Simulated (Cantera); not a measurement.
Input: 1 mol TiO2, 0.045 mol HCl, 0.8 mol H2, held at 1123.15 K and 13.3 mbar.

Method: chemical equilibrium by Gibbs-energy minimisation in Cantera with the NASA 1993 tables (ideal gas, pure condensed phases). Candidate condensed phases: H2O, Ti, TiCl2, TiCl3, TiCl4, TiO, TiO2, Ti2O3, Ti3O5, Ti4O7; 23 gas species. Mutual solubility and eutectic melting of coexisting phases are not modelled. Condensed phases not in the tables: Magnéli phases beyond Ti4O7, TiOCl. The numbers say what is thermodynamically allowed, not how fast it happens.

Problem. What is the equilibrium state?

Solution. 
| Property | Value |
|---|---|
| x(H2) | 0.946 |
| x(HCl) | 0.0533 |
| x(H2O) | 0.000403 |
| n(TiO2(rutile)) | 0.999 mol |
| n(Ti4O7(s)) | 0.000340 mol |
| gas amount | 0.8450 mol |
| log10 activity of Ti3O5(s) (absent) | -0.22 |
| log10 activity of Ti2O3(s) (absent) | -0.63 |
| log10 activity of Ti(α) (absent) | -10.44 |
